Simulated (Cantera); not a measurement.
A Cantera script and what it prints.

```python
import numpy as np
import cantera as ct

gas_names = [...]  # 116 gases of nasa_gas.yaml made of C, H, Mg, O
cond_names = """
    C(gr) C6H6(L) C7H8(L) C8H18(L),n-octa H2O(s) H2O(L) Mg(cr) Mg(L) MgCO3(s) MgO(s) MgO(L) MgO2H2(s)
""".split()


# ... load() reads the species with a 1 bar reference pressure and builds the phases ...
atoms = {
    'MgCO3': {'Mg': 1, 'C': 1, 'O': 3},
    'H2': {'H': 2},
    'H2O': {'H': 2, 'O': 1},
    'C': {'C': 1},
}
top_T = {'C(gr)': 4500}  # K; cautious upper limits of use, not melting points


# ... equilibrate(T, P, feed) seeds the gas with the atoms and calls Mixture.equilibrate('TP', solver="vcs", rtol=1e-11, max_steps=5000) ...
results = []
feed = {'MgCO3': 1, 'H2': 3.5, 'H2O': 0.68, 'C': 0.056}  # mol
P = 12000  # Pa
for T in [673, 873, 1073, 1273, 1473, 1673, 1873, 2073, 2273]:
    mix = equilibrate(T, P, feed)
    results.append((T, P, feed, dict(zip(mix.species_names, mix.species_moles))))

top = {s: max(r[3][s] / sum(r[3][g] for g in gas_names) for r in results) for s in gas_names}
cols = sorted((s for s in top if top[s] > 0.0001), key=lambda s: -top[s])[:8]
seen = [c for c in cond_names if any(r[3].get(c, 0) > 1e-12 for r in results)]
print("log10 of partial pressures in bar; condensed amounts in mol")
print(f"{'T/K':>10s}" + "".join(f"{s[:9]:>10s}" for s in cols + seen))
for T, P, feed, n in results:
    ng = sum(n[g] for g in gas_names)
    print(f"{T:10.4g}" + "".join(f"{np.log10(max(n[s] / ng * P / 1e5, 1e-99)):10.3f}" for s in cols)
          + "".join(f"{n.get(c, 0):10.4g}" for c in seen))
```

Result:

```
log10 of partial pressures in bar; condensed amounts in mol
       T/K        H2       H2O        CO       CH4       CO2         H        Mg        OH    MgO(s)
       673    -1.411    -1.298    -3.069    -1.784    -1.869   -14.963   -30.247   -19.136         1
       873    -1.156    -1.588    -1.917    -3.515    -1.924   -10.908   -20.845   -14.484         1
      1073    -1.178    -1.532    -1.786    -6.011    -2.106    -8.442   -15.413   -11.224         1
      1273    -1.193    -1.499    -1.730    -7.760    -2.255    -6.743   -11.712    -8.988         1
      1473    -1.202    -1.482    -1.700    -9.035    -2.373    -5.499    -9.028    -7.363         1
      1673    -1.208    -1.471    -1.682   -10.000    -2.465    -4.547    -6.997    -6.129         1
      1873    -1.212    -1.465    -1.672   -10.754    -2.538    -3.796    -5.409    -5.159    0.9998
      2073    -1.218    -1.461    -1.666   -11.365    -2.595    -3.189    -4.138    -4.376    0.9964
      2273    -1.235    -1.458    -1.668   -11.904    -2.633    -2.693    -3.111    -3.725    0.9629
```

Equilibrium computed with Cantera from the NASA thermochemical tables; the gas is ideal and each condensed phase is pure. The tables' values for MgH are old estimates; treat these amounts as uncertain.
